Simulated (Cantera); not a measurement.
An isothermal, constant-pressure homogeneous reactor starts with 4.00 % CH4, 96.0 % H2, at 1848 K and 13300 Pa.

Computed with Cantera and GRI-Mech 3.0 (53 species, 325 reactions). GRI-Mech 3.0 stops at C3 and has no aromatics, soot or wall deposition, so with more carbon than oxygen in the feed, carbon stays in small species such as C2H2 where larger ones or solid carbon would form.

One state of this run: x CH4 = 0.0377; x H2 = 0.960; x H = 0.00119; x C2H4 = 0.000136; x CH2 = 1.15e-6; x C2H6 = 7.45e-6; x CH3 = 0.000937. x: mole fraction; the columns are a selection and need not sum to one.

Problem. Which value of t (s) does it belong to?
A) 3.00
B) 5.00e-6
C) 0.000108
D) 0.00232

Solution. D, 0.00232
